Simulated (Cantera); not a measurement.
Input (Python, Cantera) and output of one run.

```python
import numpy as np
import cantera as ct

gas_names = """
    C CN CO CO2 C2 CCN CNC C2N2 C2O C3 C3O2 C4 C4N2 C5 N NCO NO NO2 NO3 N2 N2O O O2 O3 Si SiC SiC2 SiN
    SiO SiO2 Si2 Si2C Si2N Si3
""".split()
cond_names = """
    C(gr) Si(cr) Si(L) SiC(b) SiO2(Lqz) SiO2(hqz) SiO2(L) Si2N2O(s) Si3N4(a)
""".split()


def load(file, names, dense=False):
    # The tables refer to 1 bar. Condensed volumes are neglected.
    table = {s.name: s for s in ct.Species.list_from_file(file)}
    out = []
    for n in names:
        d = dict(table[n].input_data)
        d["thermo"] = dict(d["thermo"], **{"reference-pressure": 1e5})
        if dense:
            d["equation-of-state"] = {"model": "constant-volume", "density": "1e6 g/cm^3"}
        out.append(ct.Species.from_dict(d))
    return out


gas = ct.Solution(thermo="ideal-gas", species=load("nasa_gas.yaml", gas_names))
cond = {s.name: ct.Solution(thermo="fixed-stoichiometry", species=[s], name=s.name)
        for s in load("nasa_condensed.yaml", cond_names, dense=True)}
atoms = {
    'Si': {'Si': 1},
    'O2': {'O': 2},
    'N2': {'N': 2},
    'CO2': {'C': 1, 'O': 2},
}
top_T = {'C(gr)': 4500, 'SiC(b)': 3050, 'Si2N2O(s)': 2100, 'Si3N4(a)': 2400}  # K; cautious upper limits of use, not melting points


def equilibrate(T, P, feed):
    n = {}
    for name, mol in feed.items():
        for a, k in atoms[name].items():
            n[a] = n.get(a, 0.0) + k * mol
    gas.TPX = T, P, n
    mass = sum(n.values()) * gas.mean_molecular_weight
    gas.equilibrate("TP")
    valid = [c for c in cond.values() if c.min_temp <= T <= top_T.get(c.name, c.max_temp)]
    mix = ct.Mixture([(gas, mass / gas.mean_molecular_weight)] + [(c, 0.0) for c in valid])
    mix.T, mix.P = T, P
    mix.equilibrate("TP", solver="vcs", rtol=1e-11, max_steps=5000)
    return mix


results = []
feed = {'Si': 1, 'O2': 0.0028, 'N2': 12, 'CO2': 0.015}  # mol
P = 100000  # Pa
for T in [900, 1000, 1100, 1200, 1300, 1400, 1500, 1600, 1700, 1800, 1900, 2000, 2100, 2200]:
    mix = equilibrate(T, P, feed)
    results.append((T, P, feed, dict(zip(mix.species_names, mix.species_moles))))

top = {s: max(r[3][s] / sum(r[3][g] for g in gas_names) for r in results) for s in gas_names}
cols = sorted((s for s in top if top[s] > 1e-06), key=lambda s: -top[s])[:5]
seen = [c for c in cond_names if any(r[3].get(c, 0) > 1e-12 for r in results)]
print("log10 of partial pressures in bar; condensed amounts in mol")
print(f"{'T/K':>10s}" + "".join(f"{s[:9]:>10s}" for s in cols + seen))
for T, P, feed, n in results:
    ng = sum(n[g] for g in gas_names)
    print(f"{T:10.4g}" + "".join(f"{np.log10(max(n[s] / ng * P / 1e5, 1e-99)):10.3f}" for s in cols)
          + "".join(f"{n.get(c, 0):10.4g}" for c in seen))
```

Result:

```
log10 of partial pressures in bar; condensed amounts in mol
       T/K        N2       SiO        CO        Si      Si2N     C(gr)     Si(L) Si2N2O(s)  Si3N4(a)
       900    -0.000   -21.064   -11.714   -26.988   -34.044     0.015         0    0.0356    0.3096
      1000    -0.000   -17.652    -9.785   -22.942   -28.873     0.015         0    0.0356    0.3096
      1100    -0.000   -14.869    -8.213   -19.638   -24.651     0.015         0    0.0356    0.3096
      1200    -0.000   -12.558    -6.908   -16.888   -21.140     0.015         0    0.0356    0.3096
      1300    -0.000   -10.608    -5.806   -14.566   -18.178   0.01498         0   0.03558    0.3096
      1400    -0.000    -8.943    -4.865   -12.579   -15.646   0.01485         0   0.03545    0.3097
      1500    -0.000    -7.504    -4.051   -10.861   -13.458   0.01399         0   0.03459    0.3103
      1600    -0.000    -6.249    -3.341    -9.360   -11.550  0.009823         0   0.03042    0.3131
      1700    -0.001    -5.146    -2.879    -8.039    -9.872         0         0   0.02052    0.3196
      1800    -0.001    -4.169    -2.879    -6.868    -8.385         0         0   0.01983    0.3199
      1900    -0.001    -3.298    -2.879    -5.822    -7.060         0         0   0.01488    0.3215
      2000    -0.001    -2.742    -2.880    -4.883    -5.872         0         0         0    0.3264
      2100    -0.001    -2.742    -2.881    -4.035    -4.800         0         0         0    0.3259
      2200    -0.002    -2.762    -2.912    -3.433    -4.163         0    0.9717         0         0
```

Method: chemical equilibrium by Gibbs-energy minimisation in Cantera with the NASA 1993 tables (ideal gas, pure condensed phases). N2 is the only nitrogen source here; it is nearly inert below about 1500 K, so the nitride shown seldom forms there in practice. Mutual solubility and eutectic melting of coexisting phases are not modelled. The tables' values for SiN are old estimates; treat these amounts as uncertain.
